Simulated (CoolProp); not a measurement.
Saturation properties of R123 (Tc = 183.7 °C, pc = 3662 kPa, ω = 0.282).

Model: reference Helmholtz-energy equation of state, Younglove 1994, in CoolProp. It is a modified Benedict-Webb-Rubin equation, recast in Helmholtz form.

```tsv
T (°C)	p (kPa)	enthalpy of vaporisation (kJ/kg)	vapour Z	surface tension (mN/m)	liquid viscosity (µPa s)	liquid conductivity (mW/(m K))
42.25	166.3	163.9	0.9392	13.2	344	71.8
53.85	238.8	158.7	0.9220	11.8	303	68.8
65.45	333.3	153.1	0.9020	10.6	268	66.0
77.15	455.0	147.1	0.8789	9.28	237	63.3
88.75	606.0	140.7	0.8526	8.04	211	60.7
100.35	791.7	133.8	0.8230	6.85	187	58.1
112.05	1019	126.2	0.7891	5.68	166	55.6
123.65	1289	117.8	0.7509	4.56	148	53.1
135.25	1609	108.3	0.7074	3.50	130	50.6
146.95	1989	97.19	0.6562	2.49	114	48.0
158.55	2430	83.80	0.5953	1.55	98.8	45.2
170.15	2944	66.00	0.5164	0.723	82.5	42.2
```

It boils at 27.8 °C under 1 atm.

Viscosity comes from a separate model (Tanaka 1996). Thermal conductivity comes from a separate model (Laesecke 1996). Surface tension comes from a separate correlation (Mulero 2012).
